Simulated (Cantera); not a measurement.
Feed: 1 mol SiH4, 3.9 mol N2, 2.9 mol H2, held at 13300 Pa.

Equilibrium computed with Cantera from the NASA thermochemical tables; the gas is ideal and each condensed phase is pure. Candidate condensed phases: Si, Si3N4; 18 gas species. Equilibrium is a limit: real reactors are often held back by kinetics, nucleation or transport. All values below are at 1548 K.

Base state: H2 0.602, N2 0.398, H 6.55e-5 (mole fractions); condensed: Si3N4(s).

Task: What changes in the equilibrium state with this change: pressure from 13300 Pa to 44.0 Pa?

Result: 
```
species         before    after
-------------  -------  -------
H2               0.602    0.601
N2               0.398    0.397
H              6.55e-5  0.00114
Si             4.07e-9  5.57e-5
Si3N4(s), mol    0.333    0.333
```
